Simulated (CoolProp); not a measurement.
Vapour-liquid equilibrium of ethanol (1) + hexamethyldisiloxane (MM) (2) at 160.35 °C; x and y are mole fractions of (1).

Model: multi-fluid Helmholtz-energy mixture model, Schroeder 2014 and Thol 2016; pair parameters Bell 2016, in CoolProp.

```json
[
 {"x": "0.05", "bubble pressure, mixture model (bar)": "5.462", "bubble pressure, Raoult's law (bar)": "4.779", "y, mixture model": "0.202", "y, Raoult's law": "0.133"},
 {"x": "0.125", "bubble pressure, mixture model (bar)": "6.794", "bubble pressure, Raoult's law (bar)": "5.403", "y, mixture model": "0.372", "y, Raoult's law": "0.293"},
 {"x": "0.2", "bubble pressure, mixture model (bar)": "7.835", "bubble pressure, Raoult's law (bar)": "6.027", "y, mixture model": "0.473", "y, Raoult's law": "0.421"},
 {"x": "0.275", "bubble pressure, mixture model (bar)": "8.668", "bubble pressure, Raoult's law (bar)": "6.651", "y, mixture model": "0.542", "y, Raoult's law": "0.524"},
 {"x": "0.35", "bubble pressure, mixture model (bar)": "9.352", "bubble pressure, Raoult's law (bar)": "7.274", "y, mixture model": "0.596", "y, Raoult's law": "0.610"},
 {"x": "0.425", "bubble pressure, mixture model (bar)": "9.932", "bubble pressure, Raoult's law (bar)": "7.898", "y, mixture model": "0.641", "y, Raoult's law": "0.682"},
 {"x": "0.5", "bubble pressure, mixture model (bar)": "10.44", "bubble pressure, Raoult's law (bar)": "8.522", "y, mixture model": "0.682", "y, Raoult's law": "0.744"},
 {"x": "0.575", "bubble pressure, mixture model (bar)": "10.88", "bubble pressure, Raoult's law (bar)": "9.146", "y, mixture model": "0.722", "y, Raoult's law": "0.797"},
 {"x": "0.65", "bubble pressure, mixture model (bar)": "11.28", "bubble pressure, Raoult's law (bar)": "9.770", "y, mixture model": "0.763", "y, Raoult's law": "0.844"},
 {"x": "0.725", "bubble pressure, mixture model (bar)": "11.65", "bubble pressure, Raoult's law (bar)": "10.39", "y, mixture model": "0.805", "y, Raoult's law": "0.885"},
 {"x": "0.8", "bubble pressure, mixture model (bar)": "11.98", "bubble pressure, Raoult's law (bar)": "11.02", "y, mixture model": "0.852", "y, Raoult's law": "0.921"},
 {"x": "0.875", "bubble pressure, mixture model (bar)": "12.27", "bubble pressure, Raoult's law (bar)": "11.64", "y, mixture model": "0.903", "y, Raoult's law": "0.953"},
 {"x": "0.95", "bubble pressure, mixture model (bar)": "12.53", "bubble pressure, Raoult's law (bar)": "12.27", "y, mixture model": "0.960", "y, Raoult's law": "0.982"}
]
```

The largest gap from Raoult's law is +30.3 % in bubble pressure, at x = 0.275. No azeotrope shows between x = 0.05 and 0.95.

Pair parameters are fitted to limited data, so mixtures are less certain than the pure fluids.
